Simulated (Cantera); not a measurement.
An adiabatic, constant-pressure homogeneous reactor starts with CO : H₂ : O₂ : N₂ = 1 : 0.92 : 1.14 : 4.3 (molar parts), equivalence ratio 0.84, at 1500 K and 3080 Torr. Integrator tolerance rtol = 1e-08.

Cantera simulation using GRI-Mech 3.0 (53 species, 325 reactions); the numbers are that mechanism's predictions, not measurements. The hydrogen kinetics of GRI-Mech 3.0 are dated; newer H2 mechanisms differ, most at raised pressure.

Question: What does this change do: pressure from 3080 Torr to 1500 Torr?

Answer: 
```
quantity                                                            before                                    after
---------------------------------  ---------------------------------------  ---------------------------------------
time of steepest temperature rise                                  4.21 µs                                  8.48 µs
temperature at 0.400 s                                              2841 K                                   2789 K
equilibrium temperature                                             2841 K                                   2789 K
x(CO) at 0.400 s                     0.0465 (gas-phase equilibrium 0.0465)    0.0502 (gas-phase equilibrium 0.0502)
x(H₂) at 0.400 s                   0.00758 (gas-phase equilibrium 0.00758)  0.00850 (gas-phase equilibrium 0.00850)
x(O₂) at 0.400 s                     0.0396 (gas-phase equilibrium 0.0396)    0.0416 (gas-phase equilibrium 0.0416)
x(H) at 0.400 s                    0.00408 (gas-phase equilibrium 0.00408)  0.00517 (gas-phase equilibrium 0.00517)
x(HO₂) at 0.400 s                  1.39e-5 (gas-phase equilibrium 1.39e-5)  1.07e-5 (gas-phase equilibrium 1.07e-5)
x(N₂O) at 0.400 s                  1.56e-6 (gas-phase equilibrium 1.56e-6)  1.04e-6 (gas-phase equilibrium 1.04e-6)
```
